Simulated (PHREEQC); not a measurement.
1 kg of water holding 0.56 mol NaCl and 0.23 mol NaOH is evaporated at 60 °C; the solids stay in contact with the brine. No CO2 enters from the air. Only these solids could form: Halite.

Base run: PHREEQC, Pitzer model, pitzer.dat. Each further column changes one thing. The table gives water activity.

```csv
H2O removed (mol),base,temperature from 60 to 25 °C,temperature from 60 to 50 °C
0,0.974,0.974,0.974
24.69,0.952,0.953,0.952
41.44,0.890,0.891,0.890
47.7,0.791,0.786,0.789
51.17,0.693,0.695,0.693
53.53,0.600,0.580,0.592
54.41,0.443,0.341,0.401
```

Away from 25 °C the constants follow the database's enthalpies or fits; those with neither stay at their 25 °C values.
